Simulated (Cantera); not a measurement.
NO annealing gas

An isothermal, constant-pressure homogeneous reactor starts with NO : N2 : H2O = 1 : 1.5 : 0.12 (molar parts), at 2200 K and 1.00 bar.

Model: GRI-Mech 3.0 (53 species, 325 reactions), integrated in Cantera.

```json
[
 {"t (s)": "7.00e-6", "x NO": "0.382", "x NO2": "4.09e-7", "x O": "1.86e-6", "x N2O": "4.29e-6", "x N2": "0.573"},
 {"t (s)": "2.44e-5", "x NO": "0.382", "x NO2": "3.36e-6", "x O": "3.22e-6", "x N2O": "1.38e-5", "x N2": "0.573"},
 {"t (s)": "8.53e-5", "x NO": "0.381", "x NO2": "2.28e-5", "x O": "1.63e-5", "x N2O": "3.65e-5", "x N2": "0.572"},
 {"t (s)": "0.000298", "x NO": "0.381", "x NO2": "4.49e-5", "x O": "7.93e-5", "x N2O": "5.13e-5", "x N2": "0.572"},
 {"t (s)": "0.00104", "x NO": "0.378", "x NO2": "4.55e-5", "x O": "0.000130", "x N2O": "4.36e-5", "x N2": "0.573"},
 {"t (s)": "0.00363", "x NO": "0.371", "x NO2": "7.54e-5", "x O": "0.000211", "x N2O": "4.33e-5", "x N2": "0.577"},
 {"t (s)": "0.0127", "x NO": "0.346", "x NO2": "0.000126", "x O": "0.000370", "x N2O": "3.94e-5", "x N2": "0.590"},
 {"t (s)": "0.0442", "x NO": "0.269", "x NO2": "0.000176", "x O": "0.000650", "x N2O": "2.46e-5", "x N2": "0.628"},
 {"t (s)": "0.154", "x NO": "0.110", "x NO2": "0.000112", "x O": "0.00100", "x N2O": "4.64e-6", "x N2": "0.707"},
 {"t (s)": "0.539", "x NO": "0.0188", "x NO2": "2.21e-5", "x O": "0.00115", "x N2O": "7.09e-7", "x N2": "0.753"},
 {"t (s)": "1.88", "x NO": "0.0116", "x NO2": "1.38e-5", "x O": "0.00116", "x N2O": "6.33e-7", "x N2": "0.756"},
 {"t (s)": "6.57", "x NO": "0.0116", "x NO2": "1.38e-5", "x O": "0.00116", "x N2O": "6.33e-7", "x N2": "0.756"},
 {"t (s)": "22.9", "x NO": "0.0116", "x NO2": "1.38e-5", "x O": "0.00116", "x N2O": "6.33e-7", "x N2": "0.756"},
 {"t (s)": "80.0", "x NO": "0.0116", "x NO2": "1.38e-5", "x O": "0.00116", "x N2O": "6.33e-7", "x N2": "0.756"}
]
```
x: mole fraction; the columns are a selection and need not sum to one.

Equilibrium at this temperature and pressure: NO 0.0116, NO2 1.38e-5, O 0.00116, N2O 6.33e-7, N2 0.756 (gas phase only).
